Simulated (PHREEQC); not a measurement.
# Buffer: an equilibrium model

Dissolve 0.11 mol H3PO4 and 0.15 mol Na2CO3 per kg of water at 25 °C. Closed to the air; pH follows from the charge balance.

All values are PHREEQC results (ion-association model, phreeqc.dat), not measurements.

```yaml
pH: 6.84
ionic_strength: 0.340 mol/kgw
activity_of_water: 0.991
specific_conductance: 18800 µS/cm
density: 1.017 g/cm³
total_alkalinity: 190 meq/kg
```

```json
[
 {"species": "Na+", "molality": "0.283", "activity": "0.206", "log γ": "-0.139"},
 {"species": "HCO3-", "molality": "0.116", "activity": "0.0828", "log γ": "-0.146"},
 {"species": "HPO4-2", "molality": "0.0568", "activity": "0.0140", "log γ": "-0.608"},
 {"species": "H2PO4-", "molality": "0.0453", "activity": "0.0324", "log γ": "-0.146"},
 {"species": "CO2", "molality": "0.0249", "activity": "0.0269", "log γ": "0.034"},
 {"species": "NaHCO3", "molality": "0.00885", "activity": "0.00957", "log γ": "0.034"},
 {"species": "NaHPO4-", "molality": "0.00787", "activity": "0.00562", "log γ": "-0.146"},
 {"species": "NaCO3-", "molality": "0.000142", "activity": "0.000104", "log γ": "-0.136"},
 {"species": "CO3-2", "molality": "0.000104", "activity": "2.71e-5", "log γ": "-0.585"},
 {"species": "(CO2)2", "molality": "1.23e-5", "activity": "1.33e-5", "log γ": "0.034"},
 {"species": "PO4-3", "molality": "1.45e-6", "activity": "4.41e-8", "log γ": "-1.516"}
]
```

This is a speciation only: nothing precipitates in the calculation. Species that the database lacks are ignored.
